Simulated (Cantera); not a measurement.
Feed: 1 mol SO2, 0.047 mol O2, 5.9 mol N2, equilibrated at 1675 °C and 1.00 bar.

These are equilibrium values from Cantera (NASA tables, ideal gas, pure condensed phases), not measurements of a reactor. Candidate condensed phases: S; 17 gas species. The numbers say what is thermodynamically allowed, not how fast it happens.

Base state: N2 0.849, SO2 0.144, O2 0.00620, NO 0.00118, SO 0.000167, SO3 7.39e-5, O 3.50e-5 (mole fractions); condensed: gas only.

Task: What changes in the equilibrium state with this change: O2 from 0.047 to 1.8 mol?

Result: 
| species | before | after |
|---|---|---|
| N2 | 0.849 | 0.675 |
| O2 | 0.00620 | 0.204 |
| SO2 | 0.144 | 0.115 |
| NO2 | 3.85e-7 | 1.13e-5 |
| SO | 0.000167 | 2.32e-5 |
| O | 3.50e-5 | 0.000200 |
| NO | 0.00118 | 0.00603 |
| SO3 | 7.39e-5 | 0.000337 |
